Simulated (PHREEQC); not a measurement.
Solution (20 °C): 2.2 mmol/kgw H3PO4 and 1.5 mmol/kgw NaF. Closed to the air; pH follows from the charge balance.

Computed with PHREEQC (ion-association model, phreeqc.dat).

```
quantity                    before     after
------------------------  --------  --------
pH                            2.99      2.81
ionic strength (mol/kgw)   0.00258   0.00193
H2PO4- (mol/kgw)           0.00194   0.00183
HPO4-2 (mol/kgw)           1.34e-7   8.19e-8
NaHPO4- (mol/kgw)         3.15e-10  3.96e-11
```

What was changed between the two runs?
A. H3PO4 replaced by Na3PO4 at the same molality
B. NaF from 0.0015 to 0.0003 mol/kgw
C. diluted 10-fold with water
D. NaF replaced by Na2SiO3 at the same molality
E. H3PO4 from 0.0022 to 0.0044 mol/kgw

B, NaF from 0.0015 to 0.0003 mol/kgw

This is a speciation only: nothing precipitates in the calculation.
